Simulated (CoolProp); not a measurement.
Vapour-liquid equilibrium of R125 (1) + dimethyl ether (2) at -85.25 °C; x and y are mole fractions of (1).

Computed with CoolProp (multi-fluid Helmholtz-energy mixture model, Lemmon 2005 and Wu 2011; pair parameters Bell 2016).

```tsv
x	bubble pressure, mixture model (MPa)	bubble pressure, Raoult's law (MPa)	y, mixture model	y, Raoult's law
0.05	0.002723	0.003033	0.081	0.174
0.125	0.002879	0.003626	___	0.363
0.2	0.003082	0.004219	___	0.500
0.275	0.003348	0.004812	___	0.603
0.35	0.003694	0.005405	0.576	0.683
0.425	___	0.005998	0.684	0.747
0.5	0.004699	0.006591	0.776	0.800
0.575	0.005382	0.007184	0.849	0.844
0.65	___	0.007776	0.905	0.881
0.725	___	0.008369	0.944	0.913
0.8	___	0.008962	___	0.941
0.875	0.009073	0.009555	0.987	0.965
0.95	0.01000	0.01015	0.996	0.987
```

### Question
Some entries are withheld; supply them.

### Answer

- 0.125, y, mixture model: 0.204
- 0.2, y, mixture model: 0.331
- 0.275, y, mixture model: 0.456
- 0.425, bubble pressure, mixture model (MPa): 0.004139
- 0.65, bubble pressure, mixture model (MPa): 0.006189
- 0.725, bubble pressure, mixture model (MPa): 0.007101
- 0.8, bubble pressure, mixture model (MPa): 0.008081
- 0.8, y, mixture model: 0.970

The largest gap from Raoult's law is -31.7 % in bubble pressure, at x = 0.35. No azeotrope shows between x = 0.05 and 0.95.

The pair parameters rest on a limited set of measurements; away from them the model extrapolates.
